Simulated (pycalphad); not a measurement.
All values are pycalphad results on the COST 507 light-alloy database (1999) (1 atm), not direct measurements. The data set is of 1999 and partly superseded. Diffusion is slow at the low end, where real alloys seldom reach equilibrium.

Task: How does the equilibrium phase assembly of Y-1.95Si (at.%) change on cooling from 2177 °C to 277 °C?

Result: 
```json
[
 {"T (°C)": "1472.4", "phases above": "liquid", "phases below": "hcp + liquid"},
 {"T (°C)": "1254.8", "phases above": "hcp + liquid", "phases below": "hcp + SI3Y5"}
]
```
Changes were sought between steps of 100 K, so a narrower field can be missed.

Database names, with the compositions (at.%) that they take in these runs: SI3Y5: Y 62 Si 37.
